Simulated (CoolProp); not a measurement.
R1224YDZ along the isobar 3.9 MPa: density (kg/m³) from the reference equation and from simpler models built on Tc = 428.7 K, pc = 3.334 MPa, ω = 0.325; each cubic takes its own stable root.

Computed with CoolProp (reference Helmholtz-energy equation of state, Akasaka 2023).

```tsv
T (K)	phase	reference	van der Waals	Redlich-Kwong	Peng-Robinson
189	liquid	1636	951.0	1406	1610
207.2	liquid	1594	932.5	1375	1582
225.3	liquid	1551	913.3	1342	1552
243.4	liquid	1509	893.2	1306	1519
261.6	liquid	1465	872.0	1268	1482
279.7	liquid	1420	849.6	1227	1441
297.8	liquid	1374	825.8	1183	1395
316	liquid	1325	800.1	1135	1344
334.1	liquid	1273	772.4	1083	1286
352.3	liquid	1216	741.8	1026	1220
370.4	liquid	1153	707.5	961.6	1143
388.5	liquid	1081	667.9	887.4	1050
406.7	liquid	990.8	619.4	796.4	930.5
424.8	liquid	861.4	553.7	671.5	756.1
```
